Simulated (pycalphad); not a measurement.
Computed with pycalphad from the COST 507 light-alloy database (1999), at 1 atm. These are 1990s assessments: newer ones move some temperatures and phases. Amounts are mole fractions of atoms.

Q: Give the equilibrium state of Si-60.8Cu (at.%) at 677 °C.

A: CU19SI6_ETA, fraction 0.800, with 76.0 Cu at.%; diamond (Si), fraction 0.200, with no Cu at.%.

Q: Give the equilibrium state of Si-60.8Cu (at.%) at 877 °C.

A: liquid, fraction 0.927, with 65.6 Cu at.%; diamond (Si), fraction 0.073, with no Cu at.%.

Database names, with the compositions (at.%) that they take in these runs: CU19SI6_ETA: Cu 76 Si 24. An entry "none" or "no" means that the model of the phase leaves that element out.
